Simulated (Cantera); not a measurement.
Feed: 1 mol CH3SiCl3, 0.69 mol C2H2, 970 mol H2, held at 43.5 Torr.

Cantera equilibrium calculation (NASA polynomials, part measured and part estimated; ideal gas, pure solids and liquids). Candidate condensed phases: C, C6H6, C7H8, C8H18, Si, SiC; 109 gas species. The feed counts by its element totals alone. Gases not in the tables: Si2H6 and higher silanes. The numbers say what is thermodynamically allowed, not how fast it happens.

log p: log10 of the partial pressure in bar; n: condensed amount in mol.

```tsv
T (°C)	log p H2	log p H	log p HCl	log p CH4	log p C2H2 (acetylene)	log p Si	log p Cl	n SiC(s)	n C(graphite)
752	-1.24	-8.98	-3.75	-4.08	-10.84	<-13	-11.52	1.000	0
852	-1.24	[?]	-3.75	-4.08	[?]	<-13	[?]	1.000	0
952	-1.24	-7.13	-3.75	-4.36	-8.03	<-13	-9.70	1.000	0.644
1052	-1.24	-6.41	-3.75	-4.65	-7.31	-12.50	-8.99	1.000	1.00
1152	-1.24	[?]	-3.75	[?]	[?]	[?]	[?]	1.000	1.16
1252	-1.24	-5.25	-3.75	-5.12	-6.16	-9.82	-7.85	1.000	1.23
1352	-1.24	-4.77	-3.75	-5.31	-5.69	-8.73	-7.38	1.000	1.23
1452	-1.24	-4.35	-3.75	-5.48	-5.27	-7.77	-6.97	0.999	1.15
1552	-1.24	-3.98	-3.75	-5.63	-4.91	-6.91	-6.60	0.996	0.926
1652	-1.24	-3.64	-3.75	-5.76	-4.58	-6.15	-6.27	0.981	0.479
1752	-1.24	-3.34	-3.75	-5.93	-4.37	-5.41	-5.98	0.908	0
1852	-1.25	-3.06	-3.76	-6.13	-4.28	-4.70	-5.71	0.549	0
1952	-1.25	-2.81	-3.76	-6.30	-4.18	-4.33	-5.47	0	0
2052	-1.26	-2.59	-3.77	-6.51	-4.18	-4.31	-5.25	0	0
```

Question: Some entries are withheld; supply them.

Answer: 
- 852, log p H: -7.97
- 852, log p C2H2 (acetylene): -9.01
- 852, log p Cl: -10.53
- 1152, log p H: -5.79
- 1152, log p CH4: -4.90
- 1152, log p C2H2 (acetylene): -6.69
- 1152, log p Si: -11.06
- 1152, log p Cl: -8.38
